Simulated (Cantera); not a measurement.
Source: NASA polynomial tables (part measured, part estimated), evaluated in Cantera. Values are per mole of reaction as written; species without (g) are pure solids or liquids, kept so even where they would boil at 1 bar.

4 PH₃(g) + 5 O₂(g) ⇌ 6 H₂(g) + P₄O₁₀(g)

```
T (K)  ΔH° (kJ)  ΔS° (J/K)  ΔG° (kJ)  log10 K
-----  --------  ---------  --------  -------
300     -2925.7     -678.4   -2722.2   473.96
350         ___        ___       ___      ___
400         ___        ___       ___      ___
450     -2913.6     -645.9   -2622.9   304.45
500         ___        ___       ___      ___
550         ___        ___       ___      ___
600     -2900.5     -620.8   -2528.0   220.08
```

Problem. Some entries are withheld; supply them.

Solution. 
- 350, ΔH° (kJ): -2922.0
- 350, ΔS° (J/K): -667.2
- 350, ΔG° (kJ): -2688.5
- 350, log10 K: 401.23
- 400, ΔH° (kJ): -2917.9
- 400, ΔS° (J/K): -656.2
- 400, ΔG° (kJ): -2655.4
- 400, log10 K: 346.76
- 500, ΔH° (kJ): -2909.2
- 500, ΔS° (J/K): -636.6
- 500, ΔG° (kJ): -2590.8
- 500, log10 K: 270.66
- 550, ΔH° (kJ): -2904.8
- 550, ΔS° (J/K): -628.3
- 550, ΔG° (kJ): -2559.2
- 550, log10 K: 243.05
